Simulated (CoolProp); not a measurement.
A simple Rankine cycle with R152A: condensing at 308.15 K, boiler at 2.96 MPa, turbine inlet 369.6 K, turbine efficiency 0.9, pump efficiency 0.8, no recuperator. Each further row changes one setting.

Values from CoolProp's reference Helmholtz-energy equation of state, Outcalt 1996. It is a modified Benedict-Webb-Rubin equation, recast in Helmholtz form.

```csv
case,thermal efficiency (%),net work (kJ/kg),heat in (kJ/kg),turbine exit temperature (K),volume ratio over the turbine
as stated,11.3,32.6,289,308.2,4.03
turbine inlet 389.6 K,11.8,38.9,328,325.6,(withheld)
condensing temperature 300.15 K,(withheld),(withheld),(withheld),300.2,5.03
boiler pressure 2.07 MPa,(withheld),28.8,(withheld),324.9,(withheld)
turbine efficiency 0.8,9.9,28.6,289,308.2,4.09
```

Some entries are withheld; supply them.


- turbine inlet 389.6 K, volume ratio over the turbine: 3.77
- condensing temperature 300.15 K, thermal efficiency (%): 12.7
- condensing temperature 300.15 K, net work (kJ/kg): 38.6
- condensing temperature 300.15 K, heat in (kJ/kg): 303
- boiler pressure 2.07 MPa, thermal efficiency (%): 9.1
- boiler pressure 2.07 MPa, heat in (kJ/kg): 317
- boiler pressure 2.07 MPa, volume ratio over the turbine: 2.59

The expansion ends wet for: as stated; condensing temperature 300.15 K; turbine efficiency 0.8.
